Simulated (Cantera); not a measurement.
# CH3F + CH4 + H2 + HCl (fluorocarbon and chlorocarbon gases)

Feed: 1 mol CH3F, 0.068 mol CH4, 13 mol H2, 0.034 mol HCl, held at 2275 K and 10.0 mbar.

Equilibrium computed with Cantera from the NASA thermochemical tables; the gas is ideal and each condensed phase is pure. Candidate condensed phases: C, C6H6, C7H8, C8H18; 118 gas species. Rates play no part.

```yaml
x(H2): 0.853
x(H): 0.0784
x(HF): 0.0633
x(C2H2 (acetylene)): 0.00325
x(HCl): 0.00202
x(Cl): 0.000134
x(C2H): 1.27e-5
x(F): 6.39e-6
x(C4H2): 5.06e-6
n(C(graphite)): 0.965 mol
gas_amount: 15.79 mol
```
